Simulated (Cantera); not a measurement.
Charge: 1 mol Si2H6, a varied amount of N2O, at 1625 °C and 100 Torr.

Method: chemical equilibrium by Gibbs-energy minimisation in Cantera with the NASA 1993 tables (ideal gas, pure condensed phases). Candidate condensed phases: H2O, Si, SiO2, Si2N2O, Si3N4; 35 gas species. The feed counts by its element totals alone. The tables hold silica as quartz up to 1696 K and as liquid above; real silica turns to tridymite and cristobalite and melts near 1996 K. Gases not in the tables: Si(OH)4. The numbers say what is thermodynamically allowed, not how fast it happens.

Task: At 26 mol N2O, list the 7 most abundant gas species with their mole fractions, and the condensed phases.

Result: N2 0.672, O2 0.243, H2O 0.0769, NO 0.00567, OH 0.00182, O 0.000397, H2 5.48e-5. Condensed: SiO2(condensed).
